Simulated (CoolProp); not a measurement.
Properties of n-butane along the isobar 5.33 MPa (Tc = 152.0 °C, pc = 3.796 MPa, ω = 0.201).

Model: reference Helmholtz-energy equation of state, Bücker 2006, in CoolProp.

```tsv
T (°C)	phase	Z	cp (kJ/(kg K))	isothermal compressibility (1/MPa)	expansivity (1/kK)	conductivity (mW/(m K))
-32.95	liquid	0.2425	2.163	0.001387	1.501	133
-18.65	liquid	0.2339	2.213	0.001602	1.567	127
-4.35	liquid	0.2266	2.269	0.001864	1.646	121
9.95	liquid	0.2204	2.331	0.002188	1.739	115
24.15	liquid	0.2153	2.399	0.002592	1.851	109
38.45	liquid	0.2112	2.473	0.003112	1.988	(withheld)
52.75	liquid	0.2080	2.555	0.003795	2.157	98.1
67.05	liquid	0.2058	2.644	(withheld)	2.371	93.2
81.35	liquid	0.2046	2.745	0.006012	2.648	88.5
95.65	liquid	(withheld)	2.861	0.007921	3.022	84.2
109.95	liquid	0.2066	3.000	0.01094	3.555	80.1
```

Q: Some entries are withheld; supply them.

A: 
- 38.45, conductivity (mW/(m K)): 103
- 67.05, isothermal compressibility (1/MPa): 0.004717
- 95.65, Z: 0.2048

Thermal conductivity comes from a separate model (Perkins 2002).
